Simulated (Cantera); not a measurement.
Transport properties of process gases

Gas mixture: N₂O = 0.65 (molar parts), at 550 Pa, frozen composition.

Cantera's kinetic-theory transport with the Lennard-Jones parameters of GRI-Mech 3.0, ideal gas; thermal conductivity in the mixture-averaged form. The composition is frozen, though it would react at the higher temperatures.

```csv
T (K),ρ (kg/m³),cp (J/kg/K),μ (µPa s),λ (mW/m/K),Pr,D (cm²/s) NH₃,D (cm²/s) C₂H₂,D (cm²/s) H
400,0.00728,970.3,19.5,25.5,0.741,52.0,38.7,306
650,0.00448,1127,29.1,44.4,0.739,131,93.5,727
900,0.00323,1227,37.1,61.5,0.740,237,165,1270
1150,0.00253,1285,44.1,77.1,0.736,365,252,1930
1400,0.00208,1327,50.5,91.4,0.733,514,351,2690
1650,0.00176,1359,56.4,105,0.732,681,463,3540
1900,0.00153,1384,61.9,117,0.732,865,586,4480
```
D: mixture-averaged diffusion coefficient of that species in the mixture.
